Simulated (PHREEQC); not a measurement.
Model water analysis in mg/kgw, 25 °C, pH 6.38, pe 12.4:

```
constituent           mg/kgw
------------------  --------
Na                   0.00677
K                   6.83e-08
Ca                    0.0758
Mg                   0.00367
Cl                    0.0645
S(6) as SO4            0.121
Alkalinity as HCO3    0.0162
F                   6.06e-05
Pb                   0.00252
Br                  0.000416
```

Valence states are taken as typed.

The numbers come from PHREEQC with the ion-association model, wateq4f.dat.

Each row changes one thing in this solution. No solid was allowed to form.

```json
[
 {"case": "as made", "ionic strength (mol/kgw)": "8.24e-6", "HCO3- (mol/kgw)": "6.59e-7", "CO2 (mol/kgw)": "6.16e-7", "Pb+2 (mol/kgw)": "1.16e-8", "PbOH+ (mol/kgw)": "5.37e-10", "CaSO4 (mol/kgw)": "4.62e-10", "SI of Pb(OH)2 (Pb(OH)2)": "-3.33", "SI of Cerrusite (PbCO3)": "-4.94"},
 {"case": "pH from 6.38 to 5.88 at the same alkalinity", "ionic strength (mol/kgw)": "9.14e-6", "HCO3- (mol/kgw)": "1.58e-6", "CO2 (mol/kgw)": "4.67e-6", "Pb+2 (mol/kgw)": "1.19e-8", "PbOH+ (mol/kgw)": "1.75e-10", "CaSO4 (mol/kgw)": "4.62e-10", "SI of Pb(OH)2 (Pb(OH)2)": "-4.32", "SI of Cerrusite (PbCO3)": "?"},
 {"case": "K from 6.83e-08 to 3.41e-08 mg/kgw", "ionic strength (mol/kgw)": "8.24e-6", "HCO3- (mol/kgw)": "6.59e-7", "CO2 (mol/kgw)": "6.16e-7", "Pb+2 (mol/kgw)": "1.16e-8", "PbOH+ (mol/kgw)": "5.37e-10", "CaSO4 (mol/kgw)": "4.62e-10", "SI of Pb(OH)2 (Pb(OH)2)": "-3.33", "SI of Cerrusite (PbCO3)": "-4.94"},
 {"case": "pH from 6.38 to 6.88 at the same alkalinity", "ionic strength (mol/kgw)": "7.95e-6", "HCO3- (mol/kgw)": "3.20e-7", "CO2 (mol/kgw)": "9.45e-8", "Pb+2 (mol/kgw)": "1.06e-8", "PbOH+ (mol/kgw)": "1.55e-9", "CaSO4 (mol/kgw)": "4.63e-10", "SI of Pb(OH)2 (Pb(OH)2)": "?", "SI of Cerrusite (PbCO3)": "-4.80"},
 {"case": "all concentrations times 3 at the same typed pH", "ionic strength (mol/kgw)": "2.39e-5", "HCO3- (mol/kgw)": "?", "CO2 (mol/kgw)": "1.11e-6", "Pb+2 (mol/kgw)": "3.47e-8", "PbOH+ (mol/kgw)": "1.60e-9", "CaSO4 (mol/kgw)": "4.07e-9", "SI of Pb(OH)2 (Pb(OH)2)": "?", "SI of Cerrusite (PbCO3)": "-4.22"}
]
```

### Question
Complete the blanks.

### Answer

- pH from 6.38 to 5.88 at the same alkalinity, SI of Cerrusite (PbCO3): -5.05
- pH from 6.38 to 6.88 at the same alkalinity, SI of Pb(OH)2 (Pb(OH)2): -2.37
- all concentrations times 3 at the same typed pH, HCO3- (mol/kgw): 1.19e-6
- all concentrations times 3 at the same typed pH, SI of Pb(OH)2 (Pb(OH)2): -2.86

Complexes and solids missing from the database can't appear.
